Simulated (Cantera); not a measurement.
A Cantera script and what it prints.

```python
import numpy as np
import cantera as ct

gas_names = [...]  # 95 gases of nasa_gas.yaml made of C, F, H
cond_names = """
    C(gr) C6H6(L) C7H8(L) C8H18(L),n-octa
""".split()


# ... load() reads the species with a 1 bar reference pressure and builds the phases ...
atoms = {
    'CH3F': {'C': 1, 'H': 3, 'F': 1},
    'H2': {'H': 2},
}
top_T = {'C(gr)': 4500}  # K; cautious upper limits of use, not melting points


# ... equilibrate(T, P, feed) seeds the gas with the atoms and calls Mixture.equilibrate('TP', solver="vcs", rtol=1e-11, max_steps=5000) ...
results = []
feed = {'CH3F': 1, 'H2': 0.34}  # mol
for P in [1, 3.2, 10, 32, 100, 320, 1000, 3200, 10000, 32000, 100000]:
    for T in [2375, 2425, 2475, 2525, 2575, 2625, 2675, 2725, 2775, 2825, 2875, 2925]:
        mix = equilibrate(T, P, feed)
        results.append((T, P, feed, dict(zip(mix.species_names, mix.species_moles))))

for T, P, feed, n in results:
    print(f"{T:7g} {P:10.4g}  " + (" + ".join(c for c in cond_names if n.get(c, 0) > 1e-12) or "gas only"))
```

Result:

```
   2375          1  C(gr)
   2425          1  C(gr)
   2475          1  C(gr)
   2525          1  gas only
   2575          1  gas only
   2625          1  gas only
   2675          1  gas only
   2725          1  gas only
   2775          1  gas only
   2825          1  gas only
   2875          1  gas only
   2925          1  gas only
   2375        3.2  C(gr)
   2425        3.2  C(gr)
   2475        3.2  C(gr)
   2525        3.2  C(gr)
   2575        3.2  C(gr)
   2625        3.2  gas only
   2675        3.2  gas only
   2725        3.2  gas only
   2775        3.2  gas only
   2825        3.2  gas only
   2875        3.2  gas only
   2925        3.2  gas only
   2375         10  C(gr)
   2425         10  C(gr)
   2475         10  C(gr)
   2525         10  C(gr)
   2575         10  C(gr)
   2625         10  C(gr)
   2675         10  C(gr)
   2725         10  gas only
   2775         10  gas only
   2825         10  gas only
   2875         10  gas only
   2925         10  gas only
   2375         32  C(gr)
   2425         32  C(gr)
   2475         32  C(gr)
   2525         32  C(gr)
   2575         32  C(gr)
   2625         32  C(gr)
   2675         32  C(gr)
   2725         32  C(gr)
   2775         32  gas only
   2825         32  gas only
   2875         32  gas only
   2925         32  gas only
   2375        100  C(gr)
   2425        100  C(gr)
   2475        100  C(gr)
   2525        100  C(gr)
   2575        100  C(gr)
   2625        100  C(gr)
   2675        100  C(gr)
   2725        100  C(gr)
   2775        100  C(gr)
   2825        100  C(gr)
   2875        100  gas only
   2925        100  gas only
   2375        320  C(gr)
   2425        320  C(gr)
   2475        320  C(gr)
   2525        320  C(gr)
   2575        320  C(gr)
   2625        320  C(gr)
   2675        320  C(gr)
   2725        320  C(gr)
   2775        320  C(gr)
   2825        320  C(gr)
   2875        320  C(gr)
   2925        320  C(gr)
   2375       1000  C(gr)
   2425       1000  C(gr)
   2475       1000  C(gr)
   2525       1000  C(gr)
   2575       1000  C(gr)
   2625       1000  C(gr)
   2675       1000  C(gr)
   2725       1000  C(gr)
   2775       1000  C(gr)
   2825       1000  C(gr)
   2875       1000  C(gr)
   2925       1000  C(gr)
   2375       3200  C(gr)
   2425       3200  C(gr)
   2475       3200  C(gr)
   2525       3200  C(gr)
   2575       3200  C(gr)
   2625       3200  C(gr)
   2675       3200  C(gr)
   2725       3200  C(gr)
   2775       3200  C(gr)
   2825       3200  C(gr)
   2875       3200  C(gr)
   2925       3200  C(gr)
   2375      1e+04  C(gr)
   2425      1e+04  C(gr)
   2475      1e+04  C(gr)
   2525      1e+04  C(gr)
   2575      1e+04  C(gr)
   2625      1e+04  C(gr)
   2675      1e+04  C(gr)
   2725      1e+04  C(gr)
   2775      1e+04  C(gr)
   2825      1e+04  C(gr)
   2875      1e+04  C(gr)
   2925      1e+04  C(gr)
   2375    3.2e+04  C(gr)
   2425    3.2e+04  C(gr)
   2475    3.2e+04  C(gr)
   2525    3.2e+04  C(gr)
   2575    3.2e+04  C(gr)
   2625    3.2e+04  C(gr)
   2675    3.2e+04  C(gr)
   2725    3.2e+04  C(gr)
   2775    3.2e+04  C(gr)
   2825    3.2e+04  C(gr)
   2875    3.2e+04  C(gr)
   2925    3.2e+04  C(gr)
   2375      1e+05  C(gr)
   2425      1e+05  C(gr)
   2475      1e+05  C(gr)
   2525      1e+05  C(gr)
   2575      1e+05  C(gr)
   2625      1e+05  C(gr)
   2675      1e+05  C(gr)
   2725      1e+05  C(gr)
   2775      1e+05  C(gr)
   2825      1e+05  C(gr)
   2875      1e+05  C(gr)
   2925      1e+05  C(gr)
```

Cantera equilibrium calculation (NASA polynomials, part measured and part estimated; ideal gas, pure solids and liquids).
